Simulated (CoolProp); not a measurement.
Vapour-liquid equilibrium of p-xylene (1) + n-nonane (2) at 0.139 MPa; x and y are mole fractions of (1).

Computed with CoolProp (multi-fluid Helmholtz-energy mixture model, Zhou 2012 and Lemmon 2006; pair parameters Bell 2016).

| x | bubble temperature (K) | y at the bubble point | dew temperature at overall composition x (K) | liquid density (mol/L) |
|---|---|---|---|---|
| 0.05 | 435.4 | 0.068 | 435.6 | 4.743 |
| 0.125 | 434.2 | 0.164 | 434.7 | 4.875 |
| 0.2 | 433.1 | 0.254 | 433.8 | 5.012 |
| 0.275 | 432.1 | 0.338 | 432.9 | 5.156 |
| 0.35 | 431.1 | 0.419 | 431.9 | 5.306 |
| 0.425 | 430.1 | 0.496 | 431.0 | 5.464 |
| 0.5 | 429.2 | 0.570 | 430.1 | 5.629 |
| 0.575 | 428.4 | 0.641 | 429.2 | 5.803 |
| 0.65 | 427.5 | 0.710 | 428.2 | 5.985 |
| 0.725 | 426.7 | 0.776 | 427.3 | 6.177 |
| 0.8 | 425.8 | 0.840 | 426.4 | 6.380 |
| 0.875 | 425.0 | 0.902 | 425.4 | 6.594 |
| 0.95 | 424.2 | 0.962 | 424.4 | 6.819 |

No azeotrope shows between x = 0.05 and 0.95.

Pair parameters are fitted to limited data, so mixtures are less certain than the pure fluids.
